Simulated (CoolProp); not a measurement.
Vapour-liquid equilibrium of n-heptane (1) + m-xylene (2) at 0.589 MPa; x and y are mole fractions of (1).

The numbers come from the multi-fluid Helmholtz-energy mixture model, Span 2003 and Zhou 2012; pair parameters Bell 2016 in CoolProp.

```
x     bubble temperature (K)  y at the bubble point  dew temperature at overall composition x (K)  liquid density (mol/L)
----  ----------------------  ---------------------  --------------------------------------------  ----------------------
0.05                   488.3                  0.109                                         490.6                   6.241
0.2                    477.6                  0.360                                         484.5                   6.118
0.35                   469.3                  0.537                                         478.0                   5.977
0.5                    462.5                  0.674                                         471.1                   5.829
0.65                   456.7                  0.787                                         463.7                   5.680
0.8                    451.5                  0.885                                         456.0                   5.531
0.95                   446.8                  0.972                                         448.0                   5.385
```

No azeotrope shows between x = 0.05 and 0.95.

The pair parameters rest on a limited set of measurements; away from them the model extrapolates.
